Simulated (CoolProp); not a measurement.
Hexamethyldisiloxane (MM) along the isotherm 346.85 °C: Z from the reference equation and from simpler models built on Tc = 245.6 °C, pc = 1.931 MPa, ω = 0.418; each cubic takes its own stable root.

The numbers come from the reference Helmholtz-energy equation of state, Thol 2016 in CoolProp.

```tsv
p (MPa)	phase	reference	Pitzer virial	van der Waals	Redlich-Kwong	Soave-Redlich-Kwong
0.107	gas	0.9897	0.9903	0.9894	0.9888	0.9907
0.215	gas	0.9792	0.9804	0.9784	0.9774	0.9812
0.322	gas	0.9687	0.9707	0.9675	0.9660	0.9718
0.429	gas	0.9582	0.9610	0.9563	0.9545	0.9624
0.536	gas	[?]	0.9512	0.9450	0.9429	0.9529
0.644	gas	0.9370	0.9414	[?]	0.9311	0.9434
0.751	gas	0.9263	0.9316	[?]	0.9193	0.9339
0.858	gas	0.9157	[?]	0.9096	0.9074	0.9244
0.966	gas	0.9050	0.9121	0.8973	0.8952	0.9147
```

Task: Fill in the missing entries.

Result: 
- 0.536, reference: 0.9476
- 0.644, van der Waals: 0.9333
- 0.751, van der Waals: 0.9216
- 0.858, Pitzer virial: 0.9219
